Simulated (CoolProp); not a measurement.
The numbers come from the reference Helmholtz-energy equation of state, Zhou 2012 in CoolProp.

Q: Give the vapour pressure (MPa), vapour density (kg/m³), enthalpy of vaporisation (kJ/kg) of saturated p-xylene at 141.75, 174.05, 178.65 °C.

A: 
```csv
T (°C),p (MPa),vapour density (kg/m³),enthalpy of vaporisation (kJ/kg)
141.75,0.111,3.60,334
174.05,0.241,7.53,313
178.65,0.267,8.29,310
```
